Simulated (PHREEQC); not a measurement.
PHREEQC input (Pitzer model, pitzer.dat):

```
SOLUTION 1
  temp 25
  units mol/kgw
  pH 7 charge
  Cl 0.032
  Na 0.328
  S(6) 0.11
  C(4) 0.038
END
USE solution 1
INCREMENTAL_REACTIONS false
REACTION 1
  H2O -1
  0 9.886 18.011 24.689 30.178 34.689 38.397 41.444
  43.949 46.007 47.699 49.089 50.232 51.172 51.944 52.578
  53.1 53.528 53.88 54.17 54.408 54.603 54.764 54.896
  55.005 55.094 55.168 55.228 moles
EQUILIBRIUM_PHASES 1
  Burkeite 0 0
  Halite 0 0
  Mirabilite 0 0
  Nahcolite 0 0
  Natron 0 0
  Thenardite 0 0
  Trona 0 0
SELECTED_OUTPUT 1
  -reset false
  -pH true
  -pe true
  -ionic_strength true
  -water true
  -activities H2O
  -totals C Cl Na S
  -molalities H+ Na+ Cl- CO3-2 SO4-2 OH- HCO3- CO2 HSO4-
  -equilibrium_phases Burkeite Halite Mirabilite Nahcolite Natron Thenardite Trona
PRINT
  -reset false
END
```

Selected output (columns that matter, 19 of 28 rows; water left (kg) added in front):

```
water left (kg)	pH	mu	C	Cl	Na	S	m_H+	m_Na+	m_Cl-	la_H2O	Burkeite	Halite	Mirabilite	Thenardite
1	11.072	0.47418	0.038	0.032	0.328	0.11	1.4998e-11	0.328	0.032	-0.0031371	0	0	0	0
0.675521	11.124	0.7025	0.056253	0.047371	0.48555	0.16284	1.4314e-11	0.48555	0.047371	-0.0045203	0	0	0	0
0.555213	11.15	0.85502	0.068442	0.057636	0.59076	0.19812	1.3994e-11	0.59076	0.057636	-0.0054216	0	0	0	0
0.456325	11.176	1.0406	0.083274	0.070125	0.71879	0.24106	1.3671e-11	0.71879	0.070125	-0.0064994	0	0	0	0
0.308256	11.227	1.5413	0.12327	0.10381	1.064	0.35685	1.293e-11	1.064	0.10381	-0.0093326	0	0	0	0
0.208235	11.28	2.2826	0.18249	0.15367	1.5751	0.52825	1.1877e-11	1.5751	0.15367	-0.013429	0	0	0	0
0.17116	11.308	2.7775	0.22201	0.18696	1.9163	0.64267	1.1143e-11	1.9163	0.18696	-0.016157	0	0	0	0
0.140678	11.338	3.3799	0.27012	0.22747	2.3316	0.78193	1.0222e-11	2.3316	0.22747	-0.019516	0	0	0	0
0.095046	11.405	5.004	0.39981	0.33668	3.451	1.1573	7.7411e-12	3.451	0.33668	-0.029047	0	0	0	0
0.0637413	11.491	7.3421	0.59616	0.50203	5.0651	1.6854	4.6444e-12	5.0651	0.50203	-0.044818	0	0	0.0025704	0
0.0466965	11.565	8.0178	0.81377	0.68528	5.5771	1.6321	3.4629e-12	5.5771	0.68528	-0.052203	0	0	0.033785	0
0.0330974	11.652	9.2028	1.1481	0.96684	6.4613	1.5991	2.2676e-12	6.4613	0.96684	-0.065755	0	0	0.057073	0
0.0191874	11.691	10.911	1.415	1.6678	7.8341	1.6682	1.2076e-12	7.8341	1.6678	-0.093575	0.010851	0	0.05629	0
0.0185463	11.681	10.845	1.377	1.7254	7.8089	1.6647	1.2122e-12	7.8089	1.7254	-0.093973	0.012462	0	0.0070491	0.047152
0.0163035	11.654	10.598	1.3103	1.9628	7.7233	1.57	1.2099e-12	7.7233	1.9628	-0.09607	0.016637	0	0	0.05113
0.0134033	11.607	10.191	1.1941	2.3875	7.5933	1.4088	1.1969e-12	7.5933	2.3875	-0.10002	0.021995	0	0	0.047127
0.00906199	11.471	9.326	0.90347	3.5312	7.3974	1.0296	1.1175e-12	7.3974	3.5312	-0.11233	0.029813	0	0	0.041044
0.00612574	11.283	8.7226	0.58177	5.0355	7.4959	0.64841	9.5966e-13	7.4959	5.0355	-0.13368	0.034436	0.0011538	0	0.037156
0.00504485	11.283	8.7226	0.58177	5.0355	7.4959	0.64841	9.5966e-13	7.4959	5.0355	-0.13368	0.035065	0.0065966	0	0.036599
```
